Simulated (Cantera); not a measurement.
An adiabatic, constant-volume homogeneous reactor starts with CH₃OH : O₂ : N₂ = 1 : 2.21 : 8.29 (molar parts), at 1175 K and 170000 Pa. Integrator tolerance rtol = 1e-08.

Model: GRI-Mech 3.0 (53 species, 325 reactions), integrated in Cantera. GRI-Mech 3.0 was tuned for natural gas; its chemistry of methanol as a main component is partial and can be far from experiment.

Task: What does this change do: initial temperature 1175 to 1275 K?

Result: 
```csv
quantity,before,after
time of steepest temperature rise,9.76 ms,2.01 ms
temperature at 1.00 s,2659 K,2700 K
equilibrium temperature,2659 K,2700 K
x(CH₃OH) at 1.00 s,<1e-12 (gas-phase equilibrium <1e-12),<1e-12 (gas-phase equilibrium <1e-12)
x(O₂) at 1.00 s,0.0543 (gas-phase equilibrium 0.0543),0.0546 (gas-phase equilibrium 0.0546)
x(HO₂) at 1.00 s,1.34e-5 (gas-phase equilibrium 1.34e-5),1.44e-5 (gas-phase equilibrium 1.44e-5)
x(H) at 1.00 s,0.00153 (gas-phase equilibrium 0.00153),0.00204 (gas-phase equilibrium 0.00204)
x(OH) at 1.00 s,0.0143 (gas-phase equilibrium 0.0143),0.0162 (gas-phase equilibrium 0.0162)
```
